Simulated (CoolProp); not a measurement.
Vapour pressure (kPa) of neopentane: the reference equation beside estimates from Tc = 160.6 °C, pc = 3196 kPa, ω = 0.196.

The numbers come from the reference Helmholtz-energy equation of state, Lemmon 2006 in CoolProp. It is a short technical equation, of lower accuracy than the large ones.

| T (°C) | reference | Lee-Kesler | van der Waals |
|---|---|---|---|
| -9.15 | 48.91 | 48.51 | 301.5 |
| -1.35 | 67.26 | 66.84 | 355.2 |
| 6.45 | 90.62 | 90.22 | 415.1 |
| 14.15 | 119.4 | 119.1 | 480.4 |
| 21.95 | 155.4 | 155.2 | 553.3 |
| 29.75 | 199.0 | 199.0 | 633.0 |
| 37.55 | 251.4 | 251.7 | 720.0 |
| 45.25 | 312.8 | 313.3 | 813.0 |
| 53.05 | 385.7 | 386.4 | 914.9 |
| 60.85 | 470.5 | 471.5 | 1025 |
| 68.65 | 568.5 | 569.6 | 1142 |

Absolute difference from the reference over all 11 rows, mean and median: Lee-Kesler 0.3 and 0.2 %, van der Waals 252.8 and 218.1 %.
